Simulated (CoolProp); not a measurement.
R1233zd(E) along the isobar 2.21 MPa: fugacity coefficient from the reference equation and from simpler models built on Tc = 438.9 K, pc = 3.583 MPa, ω = 0.304; each cubic takes its own stable root.

Computed with CoolProp (reference Helmholtz-energy equation of state, Akasaka 2022).

```csv
T (K),phase,reference
280.9,liquid,0.03242
299.7,liquid,0.06457
318.5,liquid,0.1158
337.3,liquid,0.1906
356.1,liquid,0.2917
374.9,liquid,0.4199
393.6,liquid,0.5719
412.4,gas,0.7333
431.2,gas,0.7738
450,gas,0.8059
```

**Question.** How far does each simpler model (van der Waals, Soave-Redlich-Kwong) lie from the reference over these 10 states: mean and median of the absolute difference, and the worst?

**Answer.** 
- van der Waals: mean 141.6 %, median 74.6 %, worst +535.4 % at 280.9 K and 2.21 MPa
- Soave-Redlich-Kwong: mean 1.9 %, median 1.9 %, worst +3.2 % at 374.9 K and 2.21 MPa

At some of these states van der Waals gives the other phase, because its saturation line lies elsewhere.
